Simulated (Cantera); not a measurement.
A closed system holds: 1 mol CF4, 0.37 mol H2, 0.009 mol Si, equilibrated at 1.60 Pa.

Method: chemical equilibrium by Gibbs-energy minimisation in Cantera with the NASA 1993 tables (ideal gas, pure condensed phases). Candidate condensed phases: C, C6H6, C7H8, C8H18, Si, SiC; 113 gas species. Condensed phases not in the tables: fluorocarbon polymer. Gases not in the tables: C2F6 and larger saturated fluorocarbons. Rates play no part. All values below are at 600 K.

Base state: CF4 0.518, HF 0.476, SiF4 0.00579 (mole fractions); condensed: C(graphite).

Question: What changes in the equilibrium state with this change: Si from 0.009 to 0.056 mol?

Answer: 
```tsv
species	before	after
CF4	0.518	0.488
HF	0.476	0.476
SiF4	0.00579	0.0360
C(graphite), mol	0.194	0.241
```
